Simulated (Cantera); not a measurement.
Input: 1 mol B₂O₃, 0.51 mol H₂O, 110 mol H₂, equilibrated at 2148 K and 51000 Pa.

Equilibrium computed with Cantera from the NASA thermochemical tables; the gas is ideal and each condensed phase is pure. Candidate condensed phases: B, B₂O₃, B₃O₃H₃, H₂O; 23 gas species. Rates play no part.

Base state: H₂ 0.971, HBO 0.00881, HBO₂ 0.00637, H₂O 0.00629, H 0.00575, B₂O₃ 0.000838, BO 0.000663, B₂O₂ 0.000177 (mole fractions); condensed: gas only.

### Question
What changes in the equilibrium state with this change: H₂O from 0.51 to 0.13 mol?

### Answer
```csv
species,before,after
H₂,0.971,0.973
HBO,0.00881,0.0101
H,0.00575,0.00576
H₂O,0.00629,0.00433
B₂O₂,0.000177,0.000234
HBO₂,0.00637,0.00504
BO,0.000663,0.000762
B₂O₃,0.000838,0.000761
```
